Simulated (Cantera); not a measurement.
Input: 1 mol SrCl2, 0.089 mol O2, 0.2 mol N2, held at 1825 K and 7.50 Torr.

Equilibrium computed with Cantera from the NASA thermochemical tables; the gas is ideal and each condensed phase is pure. Candidate condensed phases: Sr, SrCl2, SrO; 16 gas species. Condensed phases not in the tables: oxide chlorides. The numbers say what is thermodynamically allowed, not how fast it happens.

Base state: SrCl2 0.767, N2 0.154, O2 0.0649, Cl 0.0127, NO 0.00111, O 0.000391, SrCl 5.18e-5, Cl2 1.27e-5 (mole fractions); condensed: SrO(s).

Q: What changes in the equilibrium state with this change: temperature from 1825 K to 1598 K?

A: 
```csv
species,before,after
N2,0.154,0.564
O2,0.0649,0.249
SrCl2,0.767,0.181
Cl,0.0127,0.00409
SrCl,5.18e-5,4.49e-7
O,0.000391,7.07e-5
NO,0.00111,0.00177
Cl2,1.27e-5,1.42e-5
"SrO(s), mol",0.00817,0.000731
"SrCl2(l), mol",0,0.935
```
Mutual solubility and eutectic melting of coexisting phases are not modelled.

Q: What changes in the equilibrium state with this change: pressure from 7.50 Torr to 0.0713 Torr?

A: 
```json
[
 {"species": "SrCl2", "before": "0.767", "after": "0.746"},
 {"species": "N2", "before": "0.154", "after": "0.153"},
 {"species": "O2", "before": "0.0649", "after": "0.0565"},
 {"species": "Cl", "before": "0.0127", "after": "0.0386"},
 {"species": "Sr", "before": "1.79e-8", "after": "2.08e-5"},
 {"species": "SrO", "before": "5.56e-7", "after": "5.85e-5"},
 {"species": "SrO(s), mol", "before": "0.00817", "after": "0.0240"}
]
```

Q: What changes in the equilibrium state with this change: temperature from 1825 K to 2073 K?

A: 
| species | before | after |
|---|---|---|
| SrCl2 | 0.767 | 0.757 |
| N2 | 0.154 | 0.153 |
| O2 | 0.0649 | 0.0603 |
| Cl | 0.0127 | 0.0237 |
| SrO | 5.56e-7 | 4.23e-5 |
| SrCl | 5.18e-5 | 0.00115 |
| SrO(s), mol | 0.00817 | 0.0146 |
